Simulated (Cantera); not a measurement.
A closed system holds: 1 mol Si3N4, 0.25 mol Si, 0.018 mol H2, held at 1800 °C and 65.0 Pa.

Equilibrium computed with Cantera from the NASA thermochemical tables; the gas is ideal and each condensed phase is pure. Candidate condensed phases: Si, Si3N4; 18 gas species. The tables' values for SiN are old estimates; treat these amounts as uncertain. Kinetics and transport are ignored.

Base state: N2 0.831, Si 0.154, H 0.00662, H2 0.00411, Si2 0.00189, Si2N 0.000966, SiN 0.000786, Si3 0.000390 (mole fractions); condensed: Si(l).

Q: What changes in the equilibrium state with this change: pressure from 65.0 Pa to 16000 Pa?

A: 
| species | before | after |
|---|---|---|
| N2 | 0.831 | 0.990 |
| H2 | 0.00411 | 0.00860 |
| Si | 0.154 | 0.000624 |
| H | 0.00662 | 0.000610 |
| Si2 | 0.00189 | 7.66e-6 |
| Si3 | 0.000390 | 1.59e-6 |
| Si(l), mol | 2.86 | 3.25 |
